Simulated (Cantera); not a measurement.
What does this Cantera script print?

```python
import numpy as np
import cantera as ct

gas = ct.Solution("gri30.yaml")
gas.TPX = 1275, 13332, {'H2': 1.7, 'O2': 1, 'N2': 1.7}
reactor = ct.IdealGasConstPressureReactor(gas, energy="off", clone=False)
net = ct.ReactorNet([reactor])
net.rtol, net.atol = 1e-08, 1e-18
show = ['H2', 'O2', 'NO', 'N2O', 'NO2']
times = np.geomspace(7e-06, 20, 14)

steps = ct.SolutionArray(gas, extra=["t"])
rows = []
print(f"{'t/s':>10s}{'T/K':>9s}{'P/Pa':>11s}" + "".join(f"{s:>11s}" for s in show))
for t in times:
    while net.time < t:
        t_next = net.step()
        steps.append(gas.state, t=t_next)
    rows.append([np.interp(t, steps.t, y) for y in (steps.T, steps.P, *steps(*show).X.T)])
    print(f"{t:10.3e}{rows[-1][0]:9.1f}{rows[-1][1]:11.4g}" + "".join(f"{x:11.3e}" for x in rows[-1][2:]))
rate = np.gradient(steps.T, steps.t)
print("integrator steps:", len(steps.t))
if steps.T.max() > steps.T[0] + 200:
    print(f"time of steepest temperature rise: {steps.t[rate.argmax()]:.4e} s")
gas.TPX = 1275, 13332, {'H2': 1.7, 'O2': 1, 'N2': 1.7}
gas.equilibrate("TP")
print(f"equilibrium (TP): T = {gas.T:.1f} K  " + "  ".join(f"{s} {gas[s].X[0]:.3e}" for s in show))
```

Output:

```
       t/s      T/K       P/Pa         H2         O2         NO        N2O        NO2
 7.000e-06   1275.0  1.333e+04  3.864e-01  2.273e-01  6.370e-20  2.931e-16  6.714e-27
 2.196e-05   1275.0  1.333e+04  3.864e-01  2.273e-01  2.109e-18  2.981e-15  1.970e-24
 6.892e-05   1275.0  1.333e+04  3.863e-01  2.272e-01  4.671e-15  3.155e-13  3.845e-20
 2.162e-04   1275.0  1.333e+04  5.507e-02  8.456e-02  2.857e-06  6.377e-09  6.927e-11
 6.785e-04   1275.0  1.333e+04  3.222e-02  6.055e-02  1.213e-05  1.067e-08  4.720e-10
 2.129e-03   1275.0  1.333e+04  7.845e-03  4.533e-02  1.402e-05  1.869e-08  1.817e-09
 6.680e-03   1275.0  1.333e+04  9.042e-04  4.240e-02  1.415e-05  3.035e-08  1.393e-08
 2.096e-02   1275.0  1.333e+04  9.121e-05  4.221e-02  1.413e-05  3.736e-08  4.559e-08
 6.576e-02   1275.0  1.333e+04  1.297e-05  4.222e-02  1.413e-05  3.991e-08  4.766e-08
 2.063e-01   1275.0  1.333e+04  2.736e-06  4.223e-02  1.415e-05  3.905e-08  3.018e-08
 6.474e-01   1275.0  1.333e+04  7.953e-07  4.224e-02  1.416e-05  3.242e-08  2.320e-08
 2.031e+00   1275.0  1.333e+04  3.912e-07  4.224e-02  1.415e-05  1.707e-08  2.661e-08
 6.374e+00   1275.0  1.333e+04  3.547e-07  4.224e-02  1.415e-05  3.737e-09  2.781e-08
 2.000e+01   1275.0  1.333e+04  3.546e-07  4.224e-02  1.415e-05  2.253e-09  2.781e-08
integrator steps: 1975
equilibrium (TP): T = 1275.0 K  H2 3.548e-07  O2 4.219e-02  NO 1.178e-04  N2O 2.251e-09  NO2 2.313e-07
```

Model: GRI-Mech 3.0 (53 species, 325 reactions), integrated in Cantera. The temperature is held fixed by assumption; the heat of reaction is taken as removed at once.
